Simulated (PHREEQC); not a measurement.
Make-up at 25 °C: 22 mmol/kgw Cu(NO3)2, 2.1 mmol/kgw HNO3 and 0.12 mmol/kgw FeCl3. It is in equilibrium with CO2 at log p = -3.4 (atm). Otherwise closed; pH follows from the charge balance.

The numbers come from PHREEQC with the ion-association model, phreeqc.dat.

The ionic strength comes out as 0.0686 mol/kgw. What activity coefficients do Fe+3, Fe(OH)2+, H+, Cl-, NO3- get?

Fe+3 0.21, Fe(OH)2+ 0.81, H+ 0.84, Cl- 0.79, NO3- 0.78.

No solid was allowed to form. Saturation is exceeded, for instance for Hematite (slow to form), Goethite (slow to form); the values hold only as long as no solid forms.
